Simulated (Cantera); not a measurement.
A Cantera script and its output.

```python
import numpy as np
import cantera as ct

gas = ct.Solution("h2o2.yaml")
gas.TPX = 1200, 42000, {'H2': 1.3, 'O2': 1, 'N2': 5.6, 'H2O': 0.28}
reactor = ct.IdealGasConstPressureReactor(gas, energy="off", clone=False)
net = ct.ReactorNet([reactor])
net.rtol, net.atol = 1e-08, 1e-18
show = ['H2', 'O2', 'H', 'OH', 'H2O2']
times = np.geomspace(2e-05, 3, 10)

steps = ct.SolutionArray(gas, extra=["t"])
rows = []
print(f"{'t/s':>10s}{'T/K':>9s}{'P/Pa':>11s}" + "".join(f"{s:>11s}" for s in show))
for t in times:
    while net.time < t:
        t_next = net.step()
        steps.append(gas.state, t=t_next)
    rows.append([np.interp(t, steps.t, y) for y in (steps.T, steps.P, *steps(*show).X.T)])
    print(f"{t:10.3e}{rows[-1][0]:9.1f}{rows[-1][1]:11.4g}" + "".join(f"{x:11.3e}" for x in rows[-1][2:]))
rate = np.gradient(steps.T, steps.t)
print("integrator steps:", len(steps.t))
if steps.T.max() > steps.T[0] + 200:
    print(f"time of steepest temperature rise: {steps.t[rate.argmax()]:.4e} s")
gas.TPX = 1200, 42000, {'H2': 1.3, 'O2': 1, 'N2': 5.6, 'H2O': 0.28}
gas.equilibrate("TP")
print(f"equilibrium (TP): T = {gas.T:.1f} K  " + "  ".join(f"{s} {gas[s].X[0]:.3e}" for s in show))
```

Result:

```
       t/s      T/K       P/Pa         H2         O2          H         OH       H2O2
 2.000e-05   1200.0    4.2e+04  1.589e-01  1.222e-01  3.364e-08  3.329e-09  5.100e-11
 7.519e-05   1200.0    4.2e+04  1.589e-01  1.222e-01  2.422e-05  2.466e-06  9.532e-09
 2.827e-04   1200.0    4.2e+04  1.009e-02  5.112e-02  1.142e-02  2.737e-03  4.110e-06
 1.063e-03   1200.0    4.2e+04  6.273e-04  4.659e-02  9.542e-05  4.652e-04  1.882e-06
 3.995e-03   1200.0    4.2e+04  3.989e-05  4.646e-02  1.594e-06  1.203e-04  3.537e-07
 1.502e-02   1200.0    4.2e+04  3.064e-06  4.647e-02  5.585e-08  4.249e-05  6.655e-08
 5.646e-02   1200.0    4.2e+04  4.334e-07  4.648e-02  4.151e-09  1.838e-05  1.482e-08
 2.123e-01   1200.0    4.2e+04  9.507e-08  4.648e-02  4.794e-10  8.959e-06  3.817e-09
 7.980e-01   1200.0    4.2e+04  2.950e-08  4.648e-02  8.453e-11  4.886e-06  1.190e-09
 3.000e+00   1200.0    4.2e+04  1.943e-08  4.648e-02  4.333e-11  3.738e-06  7.140e-10
integrator steps: 1815
equilibrium (TP): T = 1200.0 K  H2 1.921e-08  O2 4.648e-02  H 4.248e-11  OH 3.706e-06  H2O2 7.024e-10
```

Computed with Cantera and the H2/O2 subset of GRI-Mech 3.0, which has no nitrogen chemistry. The temperature is held fixed by assumption; the heat of reaction is taken as removed at once.
